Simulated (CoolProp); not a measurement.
Values from CoolProp's reference Helmholtz-energy equation of state, Akasaka 2023.

Give the vapour pressure (kPa), liquid density (kg/m³), vapour density (kg/m³), enthalpy of vaporisation (kJ/kg) of saturated R1224YDZ at 323.4, 377.8 K.


```json
[
 {"T (K)": "323.4", "p (kPa)": "333", "liquid density (kg/m³)": "1290", "vapour density (kg/m³)": "20.6", "enthalpy of vaporisation (kJ/kg)": "151"},
 {"T (K)": "377.8", "p (kPa)": "1280", "liquid density (kg/m³)": "1090", "vapour density (kg/m³)": "82.5", "enthalpy of vaporisation (kJ/kg)": "114"}
]
```
